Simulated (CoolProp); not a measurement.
Aqueous ammonia as a coolant, 6 % by mass, freezing at -7.4 °C, 1 atm.

The numbers come from the Melinder's fits for secondary coolants in CoolProp.

```csv
T (°C),cp (kJ/(kg K)),viscosity (mPa s),density (kg/m³),conductivity (W/(m K))
-5.3,4.223,2.38,976.8,0.508
0,4.214,1.94,976.5,0.520
5.4,4.205,1.63,975.9,0.530
10.7,4.197,1.40,975.1,0.539
16,4.191,1.22,973.9,0.548
21.4,4.188,1.07,972.5,0.557
26.7,4.187,0.937,970.8,0.566
```
